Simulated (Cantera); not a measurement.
A perfectly stirred reactor is fed with CH₄ : H₂ = 1 : 2.7 (molar parts), at 0.133 bar; it is held at 1650 K, and followed from long to short residence time.

Detailed kinetics in Cantera: GRI-Mech 3.0 (53 species, 325 reactions). GRI-Mech 3.0 stops at C3 and has no aromatics, soot or wall deposition, so with more carbon than oxygen in the feed, carbon stays in small species such as C2H2 where larger ones or solid carbon would form.

### Question
What does this change do: CH4 1 to 0.14 parts?

### Answer
```json
[
 {"quantity": "x(CH₄) at τ = 2.90 s", "before": "0.0435", "after": "0.0177"},
 {"quantity": "x(H₂) at τ = 2.90 s", "before": "0.867", "after": "0.967"},
 {"quantity": "x(C₂H₆) at τ = 2.90 s", "before": "5.92e-6", "after": "9.64e-7"},
 {"quantity": "x(CH₂) at τ = 2.90 s", "before": "4.69e-8", "after": "2.01e-8"},
 {"quantity": "x(C₂H₂) at τ = 2.90 s", "before": "0.0884", "after": "0.0149"},
 {"quantity": "x(CH₄) at τ = 76.0 ms", "before": "0.193", "after": "0.0446"},
 {"quantity": "x(H₂) at τ = 76.0 ms", "before": "0.776", "after": "0.953"},
 {"quantity": "x(C₂H₆) at τ = 76.0 ms", "before": "8.47e-5", "after": "5.27e-6"},
 {"quantity": "x(CH₂) at τ = 76.0 ms", "before": "1.24e-7", "after": "4.13e-8"},
 {"quantity": "x(C₂H₂) at τ = 76.0 ms", "before": "0.0286", "after": "0.00206"}
]
```
